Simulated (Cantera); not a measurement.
A Cantera script and what it prints.

```python
import numpy as np
import cantera as ct

gas_names = """
    Fe FeO Fe(OH)2 H HO2 H2 H2O H2O2 H2S H2SO4 O OH O2 O3 S SH SO SO2 SO3 S2 S2O S8
""".split()
cond_names = """
    Fe(a) Fe(c) Fe(d) Fe(L) FeO(s) FeO(L) Fe(OH)2(s) Fe(OH)3(s) FeS(a) FeS(b) FeS(c) FeS(L) FeSO4(s)
    FeS2(s) Fe2O3(s) Fe2S3O12(s) Fe3O4(s) H2O(s) H2O(L) H2SO4(L) S(cr1) S(cr2) S(L)
""".split()


# ... load() reads the species with a 1 bar reference pressure and builds the phases ...
atoms = {
    'FeS': {'Fe': 1, 'S': 1},
    'SO3': {'S': 1, 'O': 3},
    'H2O': {'H': 2, 'O': 1},
}
top_T = {'FeSO4(s)': 950, 'FeS2(s)': 1010, 'Fe2O3(s)': 1830, 'Fe2S3O12(s)': 1100, 'Fe3O4(s)': 1870}  # K; cautious upper limits of use, not melting points


# ... equilibrate(T, P, feed) seeds the gas with the atoms and calls Mixture.equilibrate('TP', solver="vcs", rtol=1e-11, max_steps=5000) ...
results = []
feed = {'FeS': 1, 'SO3': 0.42, 'H2O': 2}  # mol
T = 1848  # K
P = 1700  # Pa
mix = equilibrate(T, P, feed)
results.append((T, P, feed, dict(zip(mix.species_names, mix.species_moles))))
print(gas.report(threshold=1e-05))
for i in range(1, mix.n_phases):
    print(f"{mix.phase(i).name:16s} {mix.phase_moles(i):12.5e} mol")
```

It prints:

```
       temperature   1848 K
          pressure   1700 Pa
           density   0.0031853 kg/m^3
  mean mol. weight   28.79 kg/kmol
   phase of matter   gas

                          1 kg             1 kmol
                     ---------------   ---------------
          enthalpy       -2.2294e+06       -6.4184e+07  J
   internal energy       -2.7631e+06        -7.955e+07  J
           entropy             10657        3.0683e+05  J/K
    Gibbs function       -2.1924e+07        -6.312e+08  J
 heat capacity c_p            1582.4             45557  J/K
 heat capacity c_v            1293.6             37243  J/K

                      mass frac. Y      mole frac. X     chem. pot. / RT
                     ---------------   ---------------   ---------------
                Fe          0.001697        0.00087484           -8.6569
               FeO        5.1407e-05        2.0601e-05           -31.731
           Fe(OH)2        0.00024421        7.8242e-05           -79.549
                 H        6.9387e-05         0.0019818           -12.372
                H2          0.016632           0.23751           -24.744
               H2O           0.26071           0.41665           -47.818
               H2S          0.012296          0.010388           -39.445
                OH        0.00015106        0.00025572           -35.446
                 S         0.0033586          0.003016           -14.702
                SH          0.010076         0.0087728           -27.073
                SO          0.058222          0.034878           -37.776
               SO2            0.3391           0.15241            -60.85
                S2           0.29336           0.13172           -29.403
               S2O         0.0040315         0.0014487           -52.478
     [   +8 minor]        2.8527e-06        3.0818e-06

Fe(L)             0.00000e+00 mol
FeO(L)            9.97094e-01 mol
FeS(L)            0.00000e+00 mol
Fe3O4(s)          0.00000e+00 mol
S(L)              0.00000e+00 mol
```

Method: chemical equilibrium by Gibbs-energy minimisation in Cantera with the NASA 1993 tables (ideal gas, pure condensed phases). The tables' stoichiometric FeO is somewhat more stable than real wüstite, so its field is too wide. FeO: taken at fixed stoichiometry.
